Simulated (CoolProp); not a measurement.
Ethanol along the isotherm 280.65 °C: density (kg/m³) from the reference equation and from simpler models built on Tc = 241.6 °C, pc = 6.268 MPa, ω = 0.644; each cubic takes its own stable root.

Values from CoolProp's reference Helmholtz-energy equation of state, Schroeder 2014.

```
p (MPa)          phase  reference
-------  -------------  ---------
0.198              gas      1.994
0.451              gas      4.582
1.03               gas      10.68
2.34               gas      25.54
5.32               gas      67.83
12.1     supercritical      341.5
27.5     supercritical      517.9
62.7     supercritical      611.2
```

Q: How far does each simpler model (van der Waals, Redlich-Kwong, Soave-Redlich-Kwong) lie from the reference over these 8 states: mean and median of the absolute difference, and the worst?

A: 
- van der Waals: mean 12.1 %, median 4.4 %, worst -34.4 % at 280.65 °C and 62.7 MPa
- Redlich-Kwong: mean 7.2 %, median 5.8 %, worst -17.7 % at 280.65 °C and 27.5 MPa
- Soave-Redlich-Kwong: mean 8.7 %, median 2.5 %, worst -24.9 % at 280.65 °C and 12.1 MPa
